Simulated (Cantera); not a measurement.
An adiabatic, constant-pressure homogeneous reactor starts with 9.68 % CH4, 9.20 % CO, 16.0 % O2, 60.0 % N2, 5.13 % H2O, equivalence ratio 1.5, at 1375 K and 248 Torr.

Detailed kinetics in Cantera: GRI-Mech 3.0 (53 species, 325 reactions).

x: mole fraction; the columns are a selection and need not sum to one.

```csv
t (s),T (K),x CH4,x CO,x O2,x C2H2,x H2O2,x HO2,x N2O
2.00e-6,1375,0.0968,0.0920,0.160,<1e-12,8.11e-12,8.32e-9,<1e-12
5.37e-6,1375,0.0968,0.0920,0.160,<1e-12,5.65e-11,2.20e-8,<1e-12
1.44e-5,1375,0.0968,0.0920,0.160,<1e-12,3.73e-10,5.70e-8,<1e-12
3.86e-5,1375,0.0968,0.0920,0.160,<1e-12,(withheld),1.39e-7,<1e-12
0.000104,1375,0.0968,0.0920,0.160,<1e-12,(withheld),2.92e-7,<1e-12
0.000278,1375,0.0968,0.0920,0.160,<1e-12,(withheld),4.57e-7,2.53e-12
0.000746,1375,0.0968,0.0920,0.160,5.05e-12,(withheld),5.32e-7,9.34e-12
0.00200,1375,0.0967,0.0919,0.160,5.32e-10,(withheld),8.10e-7,3.37e-11
0.00537,1378,0.0960,0.0919,0.159,4.68e-8,(withheld),2.70e-6,2.00e-10
0.0144,1434,0.0854,0.0935,0.151,1.47e-5,(withheld),3.26e-5,3.88e-9
0.0386,2574,<1e-12,0.114,0.00296,<1e-12,4.46e-8,7.03e-7,6.87e-8
0.104,2573,<1e-12,0.114,0.00292,<1e-12,4.42e-8,6.95e-7,7.11e-8
0.278,2573,<1e-12,0.114,0.00292,<1e-12,4.42e-8,6.95e-7,7.11e-8
0.746,2573,<1e-12,0.114,0.00292,<1e-12,4.42e-8,6.95e-7,7.11e-8
2.00,2573,<1e-12,0.114,0.00292,<1e-12,4.42e-8,6.95e-7,7.11e-8
```

**Question.** Some entries are withheld; supply them.

**Answer.** 
- 3.86e-5, x H2O2: 2.14e-9
- 0.000104, x H2O2: 8.83e-9
- 0.000278, x H2O2: 1.97e-8
- 0.000746, x H2O2: 2.44e-8
- 0.00200, x H2O2: 3.73e-8
- 0.00537, x H2O2: 1.37e-7
- 0.0144, x H2O2: 2.19e-6
